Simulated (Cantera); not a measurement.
A closed system holds: 1 mol Al, 13 mol CO2, 88 mol N2, 0.59 mol NH3, equilibrated at 2000 K and 7.50 Torr.

Cantera equilibrium calculation (NASA polynomials, part measured and part estimated; ideal gas, pure solids and liquids). Candidate condensed phases: Al, AlN, Al2O3, C, C6H6, C7H8, C8H18, H2O; 148 gas species. The numbers say what is thermodynamically allowed, not how fast it happens.

Problem. What is the equilibrium state?

Solution. 
| Property | Result |
|---|---|
| x(N2) | 0.861 |
| x(CO2) | 0.0985 |
| x(CO) | 0.0283 |
| x(H2O) | 0.00769 |
| x(O2) | 0.00213 |
| x(NO) | 0.000806 |
| x(OH) | 0.000569 |
| x(H2) | 0.000481 |
| x(H) | 0.000357 |
| n(Al2O3(s)) | 0.500 mol |
| gas amount | 102.5 mol |
| log10 activity of C(graphite) (absent) | -8.68 |
| log10 activity of Al(l) (absent) | -9.99 |
